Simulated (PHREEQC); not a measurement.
A PHREEQC speciation (ion-association model, phreeqc.dat) at 49 °C gives pH 5.58 and these molalities:

```
species      mol/kgw
----------  --------
SO4-2         0.0269
Fe+2          0.0256
FeSO4         0.0234
Zn+2         0.00155
ZnSO4        0.00138
Zn(SO4)2-2  0.000262
FeOH+        7.83e-6
HSO4-        5.55e-6
H+           3.25e-6
ZnOH+        1.58e-6
FeHSO4+      6.42e-7
```

Problem. What are the element totals, and what could have been dissolved in 1 kg of water to give them?

Solution. This is not unique; one that fits is totals Fe(2) 0.0490, S(6) 0.0522, Zn 0.00320 mol/kgw, from 0.0032 mol/kgw ZnSO4 and 0.049 mol/kgw FeSO4.

This is a speciation only: nothing precipitates in the calculation. Away from 25 °C the constants follow the database's enthalpies or fits; those with neither stay at their 25 °C values.
